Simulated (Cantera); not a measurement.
A closed system holds: 1 mol SiHCl3, a varied amount of NH3, 64 mol N2, held at 1050 K and 10.0 mbar.

These are equilibrium values from Cantera (NASA tables, ideal gas, pure condensed phases), not measurements of a reactor. Candidate condensed phases: NH4Cl, Si, Si3N4; 28 gas species. The tables' values for SiCl3 are old estimates; treat these amounts as uncertain. Rates play no part.

x: gas mole fraction; n: condensed amount in mol.

| n(NH3) (mol) | x N2 | x H2 | x HCl | x SiCl4 | x SiCl3 | x SiHCl3 | n Si3N4(s) |
|---|---|---|---|---|---|---|---|
| 0.17 | 0.972 | 0.00125 | 0.0205 | 0.00628 | 3.59e-5 | ? | 0.195 |
| 0.53 | 0.961 | 0.00389 | 0.0313 | 0.00347 | 2.31e-5 | ? | 0.256 |
| 0.88 | 0.952 | 0.00820 | 0.0379 | 0.00170 | 1.35e-5 | ? | 0.295 |
| 1.2 | 0.945 | 0.0135 | 0.0409 | 0.000849 | 8.04e-6 | ? | 0.314 |
| 1.6 | 0.936 | 0.0212 | 0.0422 | 0.000394 | 4.53e-6 | ? | 0.324 |
| 1.9 | 0.930 | 0.0273 | 0.0424 | 0.000245 | 3.17e-6 | ? | 0.328 |
| 2.3 | 0.922 | 0.0353 | 0.0423 | 0.000145 | 2.15e-6 | ? | 0.330 |
| 2.6 | 0.916 | 0.0413 | 0.0421 | 0.000105 | 1.68e-6 | ? | 0.331 |
| 3 | 0.909 | 0.0492 | 0.0418 | 7.17e-5 | 1.27e-6 | ? | 0.332 |
| 3.3 | 0.903 | 0.0550 | 0.0415 | 5.60e-5 | 1.06e-6 | ? | 0.332 |
| 3.7 | 0.896 | 0.0626 | 0.0411 | 4.18e-5 | 8.49e-7 | ? | 0.332 |

Question: What belongs in the gaps?

Answer: 
- 0.17, x SiHCl3: 3.95e-6
- 0.53, x SiHCl3: 4.49e-6
- 0.88, x SiHCl3: 3.81e-6
- 1.2, x SiHCl3: 2.92e-6
- 1.6, x SiHCl3: 2.06e-6
- 1.9, x SiHCl3: 1.63e-6
- 2.3, x SiHCl3: 1.26e-6
- 2.6, x SiHCl3: 1.07e-6
- 3, x SiHCl3: 8.78e-7
- 3.3, x SiHCl3: 7.72e-7
- 3.7, x SiHCl3: 6.62e-7
